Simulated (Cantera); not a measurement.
Input: 1 mol CsCl, 1.4 mol H₂O, a varied amount of N₂, at 750 °C and 940 Pa.

These are equilibrium values from Cantera (NASA tables, ideal gas, pure condensed phases), not measurements of a reactor. Candidate condensed phases: Cs, CsCl, CsOH, H₂O, NH₄Cl; 37 gas species. The numbers say what is thermodynamically allowed, not how fast it happens.

Task: What share of the Cs ends up in condensed phases as a function of n(N₂) (mol), at 0.28, 1.1, 1.9, 2.6, 3.4, 4.2, 5?

Result: 
```tsv
n(N₂) (mol)	Cs condensed (%)	as
0.28	51.6	CsCl(l)
1.1	28.0	CsCl(l)
1.9	5.0	CsCl(l)
2.6	0.0	-
3.4	0.0	-
4.2	0.0	-
5	0.0	-
```
